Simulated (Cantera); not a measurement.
Input (Python, Cantera):

```python
import numpy as np
import cantera as ct

gas = ct.Solution("gri30.yaml", transport_model="mixture-averaged")
show = ['CH3', 'H2O', 'C2H2']

rows = []
print(f"{'T/K':>7s}{'rho':>11s}{'cp':>10s}{'mu':>11s}{'lambda':>11s}{'Pr':>7s}" + "".join(f"{'D_' + s:>11s}" for s in show))
for T in [400, 500, 600, 700, 800, 900, 1000, 1100, 1200]:
    gas.TPX = T, 130000, {'H2O': 0.65, 'NO': 0.3}
    Pr = gas.cp_mass * gas.viscosity / gas.thermal_conductivity
    D = [gas.mix_diff_coeffs_mole[gas.species_index(s)] for s in show]
    rows.append([gas.density, gas.cp_mass, gas.viscosity, gas.thermal_conductivity, Pr, *D])
    print(f"{T:7g}{gas.density:11.4e}{gas.cp_mass:10.1f}{gas.viscosity:11.4e}"
          f"{gas.thermal_conductivity:11.4e}{Pr:7.3f}" + "".join(f"{d:11.4e}" for d in D))
print("SI units: kg/m3, J/kg/K, Pa s, W/m/K, m2/s")
```

Result:

```
    T/K        rho        cp         mu     lambda     Pr      D_CH3      D_H2O     D_C2H2
    400 8.5219e-01    1509.4 1.6961e-05 3.5481e-02  0.722 3.0910e-05 3.0469e-05 2.2862e-05
    500 6.8175e-01    1546.8 2.0887e-05 4.5013e-02  0.718 4.6633e-05 4.6335e-05 3.4772e-05
    600 5.6813e-01    1592.3 2.4706e-05 5.5047e-02  0.715 6.4804e-05 6.4748e-05 4.8624e-05
    700 4.8697e-01    1641.1 2.8415e-05 6.5530e-02  0.712 8.5228e-05 8.5496e-05 6.4256e-05
    800 4.2610e-01    1690.3 3.2013e-05 7.6349e-02  0.709 1.0775e-04 1.0842e-04 8.1542e-05
    900 3.7875e-01    1739.0 3.5507e-05 8.7396e-02  0.707 1.3226e-04 1.3338e-04 1.0038e-04
   1000 3.4088e-01    1788.3 3.8900e-05 9.8580e-02  0.706 1.5865e-04 1.6027e-04 1.2070e-04
   1100 3.0989e-01    1835.8 4.2199e-05 1.0983e-01  0.705 1.8685e-04 1.8901e-04 1.4242e-04
   1200 2.8406e-01    1880.9 4.5409e-05 1.2108e-01  0.705 2.1677e-04 2.1953e-04 1.6549e-04
SI units: kg/m3, J/kg/K, Pa s, W/m/K, m2/s
```

Cantera simulation using GRI-Mech 3.0 (53 species, 325 reactions); the numbers are that mechanism's predictions, not measurements. Polar gases are described roughly by these parameters. The composition is frozen, though it would react at the higher temperatures.
